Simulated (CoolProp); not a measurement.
Saturation properties of n-dodecane.

Values from CoolProp's reference Helmholtz-energy equation of state, Lemmon 2004. It is a short technical equation, of lower accuracy than the large ones.

```csv
T (K),p (MPa),liquid density (kg/m³),enthalpy of vaporisation (kJ/kg)
316.7,7.501e-5,731.9,350.9
351.1,0.0006556,706.4,332.2
385.4,0.003536,680.6,314.1
419.7,0.01352,653.8,296.0
454,0.04014,625.5,277.2
488.3,0.09860,595.1,256.9
522.6,0.2100,561.4,234.0
556.9,0.4012,523.0,207.1
```

It boils at 489.4 K under 1 atm.
